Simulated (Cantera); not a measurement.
Input: 1 mol Si3N4, 2.1 mol N2O, 5.5 mol N2, at 0.290 bar.

Equilibrium computed with Cantera from the NASA thermochemical tables; the gas is ideal and each condensed phase is pure. Candidate condensed phases: Si, SiO2, Si2N2O, Si3N4; 16 gas species. Mutual solubility and eutectic melting of coexisting phases are not modelled. The tables hold silica as quartz up to 1696 K and as liquid above; real silica turns to tridymite and cristobalite and melts near 1996 K. Rates play no part. All values below are at 1502 °C.

Base state: N2 0.994, SiO 0.00566 (mole fractions); condensed: SiO2(condensed) + Si2N2O(s).

Q: What changes in the equilibrium state with this change: N2O from 2.1 to 0.069 mol?

A: 
```csv
species,before,after
N2,0.994,1.000
SiO,0.00566,0.000206
"SiO2(condensed), mol",0.384,0
"Si2N2O(s), mol",1.28,0.0678
"Si3N4(s), mol",0,0.954
```
